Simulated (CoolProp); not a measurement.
Properties of cyclopropane along the isobar 0.101 MPa.

Computed with CoolProp (reference Helmholtz-energy equation of state, Polt 1992). This equation is an older, rougher fit.

```csv
T (°C),phase,density (kg/m³),cv (kJ/(kg K)),speed of sound (m/s),expansivity (1/kK)
118.95,gas,1.312,1.593,293.6,2.603
127.05,gas,1.285,1.631,296.3,2.547
135.15,gas,1.259,1.668,299.0,2.493
143.25,gas,1.234,1.705,301.7,2.441
151.35,gas,1.210,1.742,304.3,2.392
159.45,gas,1.187,1.778,307.0,2.345
167.45,gas,1.166,1.813,309.5,2.300
175.55,gas,1.144,1.848,312.1,2.257
183.65,gas,1.124,1.883,314.7,2.215
191.75,gas,1.104,1.917,317.3,2.175
199.85,gas,1.085,1.950,319.8,2.136
```
